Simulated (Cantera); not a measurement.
An isothermal, constant-pressure homogeneous reactor starts with NO : N₂ = 1 : 0.35 (molar parts), at 2123 K and 40.5 Torr. Integrator tolerance rtol = 1e-08.

Detailed kinetics in Cantera: GRI-Mech 3.0 (53 species, 325 reactions).

Question: What does this change do: NO 1 to 0.21 parts?

Answer: 
```
quantity                                           before                                    after
----------------  ---------------------------------------  ---------------------------------------
x(NO) at 4.00 s     0.0388 (gas-phase equilibrium 0.0123)   0.0397 (gas-phase equilibrium 0.00992)
x(O) at 4.00 s    0.00417 (gas-phase equilibrium 0.00424)  0.00288 (gas-phase equilibrium 0.00300)
x(O₂) at 4.00 s       0.348 (gas-phase equilibrium 0.361)      0.166 (gas-phase equilibrium 0.181)
x(N₂) at 4.00 s       0.609 (gas-phase equilibrium 0.622)      0.791 (gas-phase equilibrium 0.806)
x(N₂O) at 4.00 s  4.80e-7 (gas-phase equilibrium 1.42e-7)  5.67e-7 (gas-phase equilibrium 1.30e-7)
```

Question: What does this change do: pressure from 40.5 Torr to 825 Torr?

Answer: 
```
quantity                                           before                                      after
----------------  ---------------------------------------  -----------------------------------------
x(NO) at 4.00 s     0.0388 (gas-phase equilibrium 0.0123)      0.0124 (gas-phase equilibrium 0.0124)
x(O) at 4.00 s    0.00417 (gas-phase equilibrium 0.00424)  0.000942 (gas-phase equilibrium 0.000942)
x(O₂) at 4.00 s       0.348 (gas-phase equilibrium 0.361)        0.364 (gas-phase equilibrium 0.364)
x(N₂) at 4.00 s       0.609 (gas-phase equilibrium 0.622)        0.623 (gas-phase equilibrium 0.623)
x(N₂O) at 4.00 s  4.80e-7 (gas-phase equilibrium 1.42e-7)    6.44e-7 (gas-phase equilibrium 6.44e-7)
```
